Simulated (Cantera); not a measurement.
A Cantera script and what it prints.

```python
import numpy as np
import cantera as ct

gas_names = [...]  # 95 gases of nasa_gas.yaml made of C, F, H
cond_names = """
    C(gr) C6H6(L) C7H8(L) C8H18(L),n-octa
""".split()


# ... load() reads the species with a 1 bar reference pressure and builds the phases ...
atoms = {
    'CHF3': {'C': 1, 'H': 1, 'F': 3},
    'F2': {'F': 2},
    'H2': {'H': 2},
}
top_T = {'C(gr)': 4500}  # K; cautious upper limits of use, not melting points


# ... equilibrate(T, P, feed) seeds the gas with the atoms and calls Mixture.equilibrate('TP', solver="vcs", rtol=1e-11, max_steps=5000) ...
results = []
feed = {'CHF3': 1, 'F2': 0.042, 'H2': 9.5}  # mol
P = 13000  # Pa
for T in [1248, 1398, 1548, 1698, 1848, 1998, 2148, 2298, 2448, 2598, 2748, 2898]:
    mix = equilibrate(T, P, feed)
    results.append((T, P, feed, dict(zip(mix.species_names, mix.species_moles))))

top = {s: max(r[3][s] / sum(r[3][g] for g in gas_names) for r in results) for s in gas_names}
cols = sorted((s for s in top if top[s] > 0.0001), key=lambda s: -top[s])[:6]
seen = [c for c in cond_names if any(r[3].get(c, 0) > 1e-12 for r in results)]
print("log10 of partial pressures in bar; condensed amounts in mol")
print(f"{'T/K':>10s}" + "".join(f"{s[:9]:>10s}" for s in cols + seen))
for T, P, feed, n in results:
    ng = sum(n[g] for g in gas_names)
    print(f"{T:10.4g}" + "".join(f"{np.log10(max(n[s] / ng * P / 1e5, 1e-99)):10.3f}" for s in cols)
          + "".join(f"{n.get(c, 0):10.4g}" for c in seen))
```

Output:

```
log10 of partial pressures in bar; condensed amounts in mol
       T/K        H2        HF         H C2H2,acet       C2H        C3     C(gr)
      1248    -1.022    -1.459    -6.842    -7.635   -17.000   -23.585     0.991
      1398    -1.021    -1.459    -5.836    -6.632   -14.466   -19.847    0.9964
      1548    -1.021    -1.459    -5.022    -5.826   -12.427   -16.843    0.9981
      1698    -1.021    -1.459    -4.350    -5.164   -10.750   -14.378    0.9979
      1848    -1.022    -1.459    -3.786    -4.611    -9.347   -12.321    0.9951
      1998    -1.023    -1.460    -3.306    -4.144    -8.157   -10.579    0.9868
      2148    -1.027    -1.461    -2.894    -3.745    -7.136    -9.086    0.9675
      2298    -1.035    -1.464    -2.536    -3.403    -6.252    -7.793    0.9284
      2448    -1.049    -1.469    -2.226    -3.112    -5.481    -6.663    0.8575
      2598    -1.074    -1.478    -1.956    -2.868    -4.807    -5.667    0.7407
      2748    -1.115    -1.493    -1.726    -2.669    -4.217    -4.784    0.5611
      2898    -1.178    -1.513    -1.531    -2.517    -3.701    -3.995    0.2877
```

These are equilibrium values from Cantera (NASA tables, ideal gas, pure condensed phases), not measurements of a reactor.
